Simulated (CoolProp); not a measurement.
C3F8 (R218) at 293.15 K and 0.412 MPa is compressed adiabatically to 2.14 MPa with isentropic efficiency 0.7. Each further row changes one setting.

The numbers come from the reference Helmholtz-energy equation of state, Lemmon 2006 in CoolProp. It is a short technical equation, of lower accuracy than the large ones.

```json
[
 {"case": "as stated", "work (kJ/kg)": "25.1", "final temperature (K)": "345.2", "final density (kg/m³)": "227"},
 {"case": "efficiency 1", "work (kJ/kg)": "17.6", "final temperature (K)": "339.7", "final density (kg/m³)": "251"},
 {"case": "efficiency 0.65", "work (kJ/kg)": "27.1", "final temperature (K)": "346.7", "final density (kg/m³)": "222"}
]
```
